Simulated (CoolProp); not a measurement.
Vapour-liquid equilibrium of R13 (1) + propylene (2) at 739 kPa; x and y are mole fractions of (1).

Computed with CoolProp (multi-fluid Helmholtz-energy mixture model, Platzer 1990 and Lemmon 2013; pair parameters Bell 2016). This equation is an older, rougher fit; its heat capacities, sound speeds and derivatives of the liquid may be far off and weren't checked against measurements.

Task: Give the bubble temperature and the first vapour's composition at x = 0.15, 0.25, 0.45. Is there an azeotrope?

Result: x = 0.15: 265.8 K, y = 0.420; x = 0.25: 259.2 K, y = 0.566; x = 0.45: 250.8 K, y = 0.731. No azeotrope shows between x = 0.05 and 0.95.

The pair parameters rest on a limited set of measurements; away from them the model extrapolates.
